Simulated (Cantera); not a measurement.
What does this Cantera script print?

```python
import numpy as np
import cantera as ct

gas_names = """
    B BCL BCL2 BCL3 BH BH2 BH3 BN B2 CL CL2 H HCL H2 N NH NH2 NH3 N2 N2H2 N2H4
""".split()
cond_names = """
    B(b) B(L) BN(s) NH4CL(a) NH4CL(b)
""".split()


# ... load() reads the species with a 1 bar reference pressure and builds the phases ...
atoms = {
    'BCl3': {'B': 1, 'CL': 3},
    'NH3': {'N': 1, 'H': 3},
}
top_T = {'BN(s)': 3200}  # K; cautious upper limits of use, not melting points


# ... equilibrate(T, P, feed) seeds the gas with the atoms and calls Mixture.equilibrate('TP', solver="vcs", rtol=1e-11, max_steps=5000) ...
results = []
T = 1523.15  # K
P = 610  # Pa
for m in [0.16, 0.28, 0.51, 0.92, 1.7, 3, 5.4, 9.7, 17]:
    feed = {'BCl3': 1, 'NH3': m}  # mol
    mix = equilibrate(T, P, feed)
    results.append((T, P, feed, dict(zip(mix.species_names, mix.species_moles))))

top = {s: max(r[3][s] / sum(r[3][g] for g in gas_names) for r in results) for s in gas_names}
cols = sorted((s for s in top if top[s] > 1e-06), key=lambda s: -top[s])[:6]
seen = [c for c in cond_names if any(r[3].get(c, 0) > 1e-12 for r in results)]
print("log10 of partial pressures in bar; condensed amounts in mol")
print(f"{'n(NH3)':>10s}" + "".join(f"{s[:9]:>10s}" for s in cols + seen))
for T, P, feed, n in results:
    ng = sum(n[g] for g in gas_names)
    print(f"{feed['NH3']:10.4g}" + "".join(f"{np.log10(max(n[s] / ng * P / 1e5, 1e-99)):10.3f}" for s in cols)
          + "".join(f"{n.get(c, 0):10.4g}" for c in seen))
```

Result:

```
log10 of partial pressures in bar; condensed amounts in mol
    n(NH3)       HCL        H2      BCL3        N2      BCL2        CL     BN(s)
      0.16    -2.669    -4.469    -2.412    -4.829    -4.659    -5.165    0.1536
      0.28    -2.504    -4.136    -2.546    -4.573    -4.791    -5.167    0.2663
      0.51    -2.367    -3.794    -2.803    -4.263    -5.013    -5.201    0.4738
      0.92    -2.291    -3.397    -3.362    -3.874    -5.451    -5.323    0.7955
       1.7    -2.387    -2.830    -4.785    -3.307    -6.495    -5.703    0.9878
         3    -2.584    -2.582    -5.871    -3.059    -7.259    -6.023    0.9983
       5.4    -2.810    -2.467    -6.780    -2.944    -7.885    -6.307    0.9996
       9.7    -3.047    -2.409    -7.609    -2.886    -8.448    -6.574    0.9999
        17    -3.282    -2.379    -8.373    -2.856    -8.962    -6.824    0.9999
```

Method: chemical equilibrium by Gibbs-energy minimisation in Cantera with the NASA 1993 tables (ideal gas, pure condensed phases). The tables' values for BCl2, BCl are old estimates; treat these amounts as uncertain. Gases not in the tables: BHCl2.
